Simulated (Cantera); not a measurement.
# borazine + H2 (boron, boron nitride and boron oxide)

Feed: 1 mol borazine, 11 mol H2, at 0.0750 Torr.

These are equilibrium values from Cantera (NASA tables, ideal gas, pure condensed phases), not measurements of a reactor. Candidate condensed phases: B, BN; 15 gas species. The feed counts by its element totals alone. Mutual solubility and eutectic melting of coexisting phases are not modelled. The tables' values for BH2 are old estimates; treat these amounts as uncertain. Rates play no part.

```json
[
 {"T (°C)": "625", "x H2": "1.00", "x H": "1.09e-8", "x N2": "2.26e-12", "x B": "<1e-12", "x BH2": "1.87e-12", "x BH": "<1e-12", "n BN(s)": "3.00", "n B(s)": "0"},
 {"T (°C)": "775", "x H2": "1.000", "x H": "7.73e-7", "x N2": "4.36e-10", "x B": "<1e-12", "x BH2": "7.17e-10", "x BH": "<1e-12", "n BN(s)": "3.00", "n B(s)": "0"},
 {"T (°C)": "925", "x H2": "1.000", "x H": "1.90e-5", "x N2": "2.84e-8", "x B": "<1e-12", "x BH2": "5.42e-8", "x BH": "<1e-12", "n BN(s)": "3.00", "n B(s)": "0"},
 {"T (°C)": "1075", "x H2": "1.000", "x H": "0.000231", "x N2": "7.66e-7", "x B": "1.10e-10", "x BH2": "1.51e-6", "x BH": "8.70e-11", "n BN(s)": "3.00", "n B(s)": "0"},
 {"T (°C)": "1225", "x H2": "0.998", "x H": "0.00172", "x N2": "5.17e-5", "x B": "1.82e-8", "x BH2": "9.67e-6", "x BH": "4.87e-9", "n BN(s)": "3.00", "n B(s)": "0.00131"},
 {"T (°C)": "1375", "x H2": "0.989", "x H": "0.00886", "x N2": "0.00198", "x B": "1.07e-6", "x BH2": "3.93e-5", "x BH": "1.17e-7", "n BN(s)": "2.94", "n B(s)": "0.0552"},
 {"T (°C)": "1525", "x H2": "0.925", "x H": "0.0339", "x N2": "0.0410", "x B": "3.15e-5", "x BH2": "0.000119", "x BH": "1.58e-6", "n BN(s)": "1.78", "n B(s)": "1.22"},
 {"T (°C)": "1675", "x H2": "0.806", "x H": "0.101", "x N2": "0.0918", "x B": "0.000548", "x BH2": "0.000278", "x BH": "1.37e-5", "n BN(s)": "0", "n B(s)": "2.99"},
 {"T (°C)": "1825", "x H2": "0.659", "x H": "0.250", "x N2": "0.0841", "x B": "0.00630", "x BH2": "0.000527", "x BH": "8.32e-5", "n BN(s)": "0", "n B(s)": "2.88"}
]
```
x: gas mole fraction; n: condensed amount in mol.

From 625 °C to 1075 °C the condensed part is BN(s). From 1225 °C to 1525 °C the condensed part is B(s) + BN(s). From 1675 °C to 1825 °C the condensed part is B(s).
